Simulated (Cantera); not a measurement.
A closed system holds: 1 mol HF, 1.1 mol O₂, held at 1802 °C and 0.133 bar.

Method: chemical equilibrium by Gibbs-energy minimisation in Cantera with the NASA 1993 tables (ideal gas, pure condensed phases). Candidate condensed phases: H₂O; 22 gas species. Kinetics and transport are ignored.

Base state: O₂ 0.521, HF 0.474, O 0.00230, F 0.00175, H₂O 0.000629, OH 0.000480 (mole fractions); condensed: gas only.

Q: What changes in the equilibrium state with this change: O₂ from 1.1 to 0.028 mol?

A: 
```
species    before     after
-------  --------  --------
HF          0.474     0.970
O₂          0.521    0.0265
F         0.00175   0.00163
O         0.00230  0.000520
H         7.95e-6   1.75e-5
OH       0.000480  0.000238
H₂O      0.000629  0.000683
```
